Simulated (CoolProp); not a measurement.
Vapour-liquid equilibrium of benzene (1) + ethanol (2) at 40.35 °C; x and y are mole fractions of (1).

Computed with CoolProp (multi-fluid Helmholtz-energy mixture model, Thol 2012 and Schroeder 2014; pair parameters Bell 2016).

```json
[
 {"x": "0.05", "bubble pressure (bar)": "0.2199", "y at the bubble point": "0.211", "dew pressure at overall composition x (bar)": "0.1898", "liquid density (mol/L)": "16.29"},
 {"x": "0.2", "bubble pressure (bar)": "0.3037", "y at the bubble point": "0.501", "dew pressure at overall composition x (bar)": "0.2175", "liquid density (mol/L)": "15.04"},
 {"x": "0.35", "bubble pressure (bar)": "0.3373", "y at the bubble point": "0.591", "dew pressure at overall composition x (bar)": "0.2542", "liquid density (mol/L)": "13.97"},
 {"x": "0.5", "bubble pressure (bar)": "0.3437", "y at the bubble point": "0.613", "dew pressure at overall composition x (bar)": "0.3032", "liquid density (mol/L)": "13.06"},
 {"x": "0.65", "bubble pressure (bar)": "0.3438", "y at the bubble point": "0.616", "dew pressure at overall composition x (bar)": "0.3371", "liquid density (mol/L)": "12.29"},
 {"x": "0.8", "bubble pressure (bar)": "0.3390", "y at the bubble point": "0.642", "dew pressure at overall composition x (bar)": "0.2951", "liquid density (mol/L)": "11.65"},
 {"x": "0.95", "bubble pressure (bar)": "0.2917", "y at the bubble point": "0.812", "dew pressure at overall composition x (bar)": "0.2581", "liquid density (mol/L)": "11.12"}
]
```

y crosses x between x = 0.5 and 0.65: the model has an azeotrope there.

Pair parameters are fitted to limited data, so mixtures are less certain than the pure fluids. With so large a gap from Raoult's law the liquid may split in two, which this calculation doesn't test in full.
